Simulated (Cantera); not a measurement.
Mixture: CH4 : H2 : O2 : N2 = 1 : 0.85 : 5.39 : 20.3 (molar parts), at 18000 Torr, adiabatic and at constant pressure. Ignition delay is the time to a rise of 400 K.

Detailed kinetics in Cantera: GRI-Mech 3.0 (53 species, 325 reactions). The pressure lies above the range GRI-Mech 3.0 was tuned for (to about 10 atm).

Task: What does this change do: O2 5.39 to 2.5 parts?

Result: 
```csv
quantity,before,after
delay at 1275 K,97.4 µs,0.140 ms
delay at 1375 K,32.4 µs,58.2 µs
delay at 1475 K,14.3 µs,29.5 µs
delay at 1575 K,7.41 µs,16.4 µs
apparent activation energy between 1525 and 1625 K,120 kJ/mol,120 kJ/mol
```

Task: What does this change do: pressure from 18000 Torr to 1280 Torr?

Result: 
| quantity | before | after |
|---|---|---|
| delay at 1275 K | 97.4 µs | 0.288 ms |
| delay at 1375 K | 32.4 µs | 0.144 ms |
| delay at 1475 K | 14.3 µs | 81.0 µs |
| delay at 1575 K | 7.41 µs | 50.0 µs |
| apparent activation energy between 1525 and 1625 K | 120 kJ/mol | 92 kJ/mol |
Where the delays flatten at high temperature, the 400 K rule measures the pace of heat release, not the induction time.
